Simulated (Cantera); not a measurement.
An adiabatic, constant-volume homogeneous reactor starts with CH4 : C2H6 : O2 : N2 = 1 : 0.042 : 0.976 : 3.67 (molar parts), equivalence ratio 2.2, at 1325 K and 5.40 bar. Integrator tolerance rtol = 1e-08.

Detailed kinetics in Cantera: GRI-Mech 3.0 (53 species, 325 reactions).

Q: What does this change do: constant pressure in place of constant volume?

A: 
```tsv
quantity	before	after
time of steepest temperature rise	1.17 ms	1.29 ms
temperature at 4.00 s	2586 K	2286 K
equilibrium temperature	2586 K	2286 K
x(CH4) at 4.00 s	3.47e-9 (gas-phase equilibrium 3.90e-9)	2.36e-9 (gas-phase equilibrium 2.68e-9)
x(C2H6) at 4.00 s	<1e-12 (gas-phase equilibrium <1e-12)	<1e-12 (gas-phase equilibrium <1e-12)
x(O2) at 4.00 s	2.10e-6 (gas-phase equilibrium 2.10e-6)	2.20e-7 (gas-phase equilibrium 2.20e-7)
x(H) at 4.00 s	0.00449 (gas-phase equilibrium 0.00449)	0.00173 (gas-phase equilibrium 0.00173)
x(CH2CO) at 4.00 s	7.44e-12 (gas-phase equilibrium 8.29e-12)	2.00e-12 (gas-phase equilibrium 2.26e-12)
x(C2H) at 4.00 s	<1e-12 (gas-phase equilibrium <1e-12)	<1e-12 (gas-phase equilibrium <1e-12)
```
